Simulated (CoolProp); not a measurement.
Properties of chlorine along the isobar 88.5 bar (Tc = 416.9 K, pc = 76.42 bar, ω = 0.070).

Values from CoolProp's reference Helmholtz-energy equation of state, Thol 2021.

| T (K) | phase | density (kg/m³) | cv (kJ/(kg K)) | isothermal compressibility (1/MPa) | expansivity (1/kK) |
|---|---|---|---|---|---|
| 279.5 | liquid | 1469 | 0.4892 | 0.001497 | 1.899 |
| 286.9 | liquid | 1448 | 0.4879 | 0.001629 | 1.957 |
| 294.4 | liquid | 1427 | ? | 0.001781 | 2.022 |
| 301.8 | liquid | 1405 | 0.4854 | 0.001952 | 2.095 |
| 309.3 | liquid | 1383 | 0.4843 | 0.002153 | 2.178 |
| 316.7 | liquid | 1360 | 0.4832 | 0.002383 | 2.272 |
| 324.2 | liquid | ? | 0.4822 | 0.002658 | 2.380 |
| 331.6 | liquid | 1313 | 0.4814 | 0.002979 | 2.502 |
| 339.1 | liquid | 1288 | 0.4808 | 0.003372 | 2.646 |
| 346.5 | liquid | 1262 | 0.4806 | 0.003844 | 2.812 |
| 354 | liquid | 1235 | 0.4807 | 0.004439 | 3.010 |
| 361.4 | liquid | 1206 | 0.4814 | 0.005183 | 3.246 |
| 368.9 | liquid | 1176 | 0.4829 | 0.006163 | 3.538 |
| 376.3 | liquid | 1144 | 0.4853 | 0.007458 | ? |

**Question.** Fill in the missing entries.

**Answer.** 
- 294.4, cv (kJ/(kg K)): 0.4866
- 324.2, density (kg/m³): 1337
- 376.3, expansivity (1/kK): 3.901
